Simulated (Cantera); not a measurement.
An adiabatic, constant-pressure homogeneous reactor starts with H2 : O2 : N2 = 1 : 0.694 : 2.61 (molar parts), equivalence ratio 0.72, at 1375 K and 30000 Pa. Integrator tolerance rtol = 1e-08.

Computed with Cantera and GRI-Mech 3.0 (53 species, 325 reactions).

What does this change do: 0.099 parts CO2 added?


| quantity | before | after |
|---|---|---|
| time of steepest temperature rise | 67.7 µs | 69.2 µs |
| temperature at 0.100 s | 2606 K | 2565 K |
| equilibrium temperature | 2606 K | 2565 K |
| x(H2) at 0.100 s | 0.0186 (gas-phase equilibrium 0.0186) | 0.0151 (gas-phase equilibrium 0.0151) |
| x(O2) at 0.100 s | 0.0442 (gas-phase equilibrium 0.0442) | 0.0461 (gas-phase equilibrium 0.0461) |
| x(NO2) at 0.100 s | 2.32e-6 (gas-phase equilibrium 2.32e-6) | 2.33e-6 (gas-phase equilibrium 2.33e-6) |
| x(N2O) at 0.100 s | 3.23e-7 (gas-phase equilibrium 3.23e-7) | 3.01e-7 (gas-phase equilibrium 3.01e-7) |
| x(NO) at 0.100 s | 0.0116 (gas-phase equilibrium 0.0116) | 0.0109 (gas-phase equilibrium 0.0109) |
| x(OH) at 0.100 s | 0.0269 (gas-phase equilibrium 0.0269) | 0.0241 (gas-phase equilibrium 0.0241) |

What does this change do: initial temperature 1375 to 1148 K?


```json
[
 {"quantity": "time of steepest temperature rise", "before": "67.7 µs", "after": "0.194 ms"},
 {"quantity": "temperature at 0.100 s", "before": "2606 K", "after": "2517 K"},
 {"quantity": "equilibrium temperature", "before": "2606 K", "after": "2517 K"},
 {"quantity": "x(H2) at 0.100 s", "before": "0.0186 (gas-phase equilibrium 0.0186)", "after": "0.0130 (gas-phase equilibrium 0.0130)"},
 {"quantity": "x(O2) at 0.100 s", "before": "0.0442 (gas-phase equilibrium 0.0442)", "after": "0.0445 (gas-phase equilibrium 0.0445)"},
 {"quantity": "x(NO2) at 0.100 s", "before": "2.32e-6 (gas-phase equilibrium 2.32e-6)", "after": "2.21e-6 (gas-phase equilibrium 2.22e-6)"},
 {"quantity": "x(N2O) at 0.100 s", "before": "3.23e-7 (gas-phase equilibrium 3.23e-7)", "after": "2.82e-7 (gas-phase equilibrium 2.82e-7)"},
 {"quantity": "x(NO) at 0.100 s", "before": "0.0116 (gas-phase equilibrium 0.0116)", "after": "0.0101 (gas-phase equilibrium 0.0101)"},
 {"quantity": "x(OH) at 0.100 s", "before": "0.0269 (gas-phase equilibrium 0.0269)", "after": "0.0213 (gas-phase equilibrium 0.0213)"}
]
```
